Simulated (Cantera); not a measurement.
Input: 1 mol CO2, 1.9 mol O2, equilibrated at 2350 °C and 101000 Pa.

These are equilibrium values from Cantera (NASA tables, ideal gas, pure condensed phases), not measurements of a reactor. Candidate condensed phases: C; 12 gas species. Equilibrium is a limit: real reactors are often held back by kinetics, nucleation or transport.

Base state: O2 0.643, CO2 0.310, CO 0.0264, O 0.0206 (mole fractions); condensed: gas only.

Task: What changes in the equilibrium state with this change: temperature from 2350 °C to 652 °C?

Result: 
```tsv
species	before	after
O2	0.643	0.655
CO2	0.310	0.345
CO	0.0264	<1e-9
O	0.0206	<1e-9
```
